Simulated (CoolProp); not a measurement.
Octamethylcyclotetrasiloxane (D4) at several states: Z from the reference equation and from simpler models built on Tc = 586.5 K, pc = 1.347 MPa, ω = 0.598; each cubic takes its own stable root.

Computed with CoolProp (reference Helmholtz-energy equation of state, Thol 2015).

```json
[
 {"T (K)": "531.2", "p (MPa)": "5.55", "phase": "liquid", "reference": "0.5422"},
 {"T (K)": "618.9", "p (MPa)": "0.0284", "phase": "gas", "reference": "0.9940"},
 {"T (K)": "597.3", "p (MPa)": "5.09", "phase": "supercritical", "reference": "0.5212"}
]
```

Task: How far does each simpler model (van der Waals, Redlich-Kwong, Soave-Redlich-Kwong) lie from the reference over these 3 states: mean and median of the absolute difference, and the worst?

Result: 
- van der Waals: mean 28.1 %, median 36.5 %, worst +47.7 % at 531.2 K and 5.55 MPa
- Redlich-Kwong: mean 6.9 %, median 9.0 %, worst +11.7 % at 531.2 K and 5.55 MPa
- Soave-Redlich-Kwong: mean 6.0 %, median 7.7 %, worst +10.2 % at 597.3 K and 5.09 MPa
